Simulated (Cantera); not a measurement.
Cantera run:

```python
import numpy as np
import cantera as ct

gas_names = [...]  # 148 gases of nasa_gas.yaml made of Al, C, H, N, O
cond_names = """
    AL(cr) AL(L) ALN(s) AL2O3(a) AL2O3(L) C(gr) C6H6(L) C7H8(L) C8H18(L),n-octa H2O(s) H2O(L)
""".split()


# ... load() reads the species with a 1 bar reference pressure and builds the phases ...
atoms = {
    'Al(CH3)3': {'AL': 1, 'C': 3, 'H': 9},
    'N2O': {'N': 2, 'O': 1},
    'N2': {'N': 2},
}
top_T = {'ALN(s)': 2750, 'C(gr)': 4500}  # K; cautious upper limits of use, not melting points


# ... equilibrate(T, P, feed) seeds the gas with the atoms and calls Mixture.equilibrate('TP', solver="vcs", rtol=1e-11, max_steps=5000) ...
results = []
feed = {'Al(CH3)3': 1, 'N2O': 0.82, 'N2': 1.4}  # mol
P = 10  # Pa
for T in [723, 923, 1123, 1323, 1523, 1723, 1923, 2123]:
    mix = equilibrate(T, P, feed)
    results.append((T, P, feed, dict(zip(mix.species_names, mix.species_moles))))

top = {s: max(r[3][s] / sum(r[3][g] for g in gas_names) for r in results) for s in gas_names}
cols = sorted((s for s in top if top[s] > 0.001), key=lambda s: -top[s])[:5]
seen = [c for c in cond_names if any(r[3].get(c, 0) > 1e-12 for r in results)]
print("log10 of partial pressures in bar; condensed amounts in mol")
print(f"{'T/K':>10s}" + "".join(f"{s[:9]:>10s}" for s in cols + seen))
for T, P, feed, n in results:
    ng = sum(n[g] for g in gas_names)
    print(f"{T:10.4g}" + "".join(f"{np.log10(max(n[s] / ng * P / 1e5, 1e-99)):10.3f}" for s in cols)
          + "".join(f"{n.get(c, 0):10.4g}" for c in seen))
```

Output:

```
log10 of partial pressures in bar; condensed amounts in mol
       T/K        H2        N2         H        CO        AL    ALN(s)  AL2O3(a)     C(gr)
       723    -4.159    -4.513   -15.153   -12.054   -32.003    0.4533    0.2733     2.998
       923    -4.159    -4.513   -11.691    -8.385   -21.906    0.4535    0.2732         3
      1123    -4.162    -4.520    -9.452    -6.041   -15.425    0.4929    0.2535     2.941
      1323    -4.194    -4.612    -7.897    -4.934   -10.876         1         0     2.179
      1523    -4.196    -4.613    -6.734    -4.934    -7.567    0.9981         0     2.176
      1723    -4.267    -4.595    -5.873    -5.001    -5.046     0.258         0     2.167
      1923    -4.323    -4.603    -5.188    -5.032    -4.947         0         0     2.142
      2123    -4.445    -4.641    -4.668    -5.067    -4.981         0         0     2.099
```

These are equilibrium values from Cantera (NASA tables, ideal gas, pure condensed phases), not measurements of a reactor. The feed counts by its element totals alone. Mutual solubility and eutectic melting of coexisting phases are not modelled. Condensed phases not in the tables: aluminium oxynitride.
